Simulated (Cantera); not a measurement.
**Equilibrium for carbothermic reduction: Fe3O4 + C + H2**

A closed system holds: 1 mol Fe3O4, a varied amount of C, 19 mol H2, at 2100 K and 10.0 mbar.

These are equilibrium values from Cantera (NASA tables, ideal gas, pure condensed phases), not measurements of a reactor. Candidate condensed phases: C, C6H6, C7H8, C8H18, Fe, Fe(CO)5, FeO, Fe(OH)2, Fe(OH)3, Fe2O3, Fe3O4, H2O; 114 gas species. Iron dissolves carbon and melts from about 1420 K in contact with it, which pure phases cannot show. Condensed phases not in the tables: cementite and carbon dissolved in iron. Rates play no part.

From 0.54 mol C to 3.8 mol C the condensed part is Fe(l). From 4.3 mol C to 7 mol C the condensed part is C(graphite) + Fe(l). The main Fe-bearing gas is Fe throughout.

```csv
n(C) (mol),x H2,x H2O,x CO,x Fe,x H,x CO2,x C2H2 (acetylene),x OH,n Fe(l),n C(graphite)
0.54,0.689,0.153,0.0233,0.106,0.0259,0.00105,<1e-12,0.000686,0.635,0
1.1,0.695,0.124,0.0465,0.106,0.0260,0.00168,<1e-12,0.000553,0.570,0
1.6,0.699,0.0998,0.0665,0.106,0.0260,0.00192,<1e-12,0.000443,0.513,0
2.1,0.703,0.0767,0.0857,0.106,0.0261,0.00189,<1e-12,0.000340,0.455,0
2.7,0.707,0.0508,0.108,0.106,0.0262,0.00157,<1e-12,0.000224,0.386,0
3.2,0.710,0.0304,0.126,0.106,0.0263,0.00109,<1e-12,0.000134,0.328,0
3.8,0.714,0.00736,0.147,0.106,0.0263,0.000306,<1e-12,3.23e-5,0.258,0
4.3,0.714,8.78e-8,0.153,0.106,0.0263,3.81e-9,0.00103,3.85e-10,0.235,0.246
4.8,0.714,8.78e-8,0.153,0.106,0.0263,3.81e-9,0.00103,3.85e-10,0.235,0.746
5.4,0.714,8.78e-8,0.153,0.106,0.0263,3.81e-9,0.00103,3.85e-10,0.235,1.35
5.9,0.714,8.78e-8,0.153,0.106,0.0263,3.81e-9,0.00103,3.85e-10,0.235,1.85
6.4,0.714,8.78e-8,0.153,0.106,0.0263,3.81e-9,0.00103,3.85e-10,0.235,2.35
7,0.714,8.78e-8,0.153,0.106,0.0263,3.81e-9,0.00103,3.85e-10,0.235,2.95
```
x: gas mole fraction; n: condensed amount in mol.
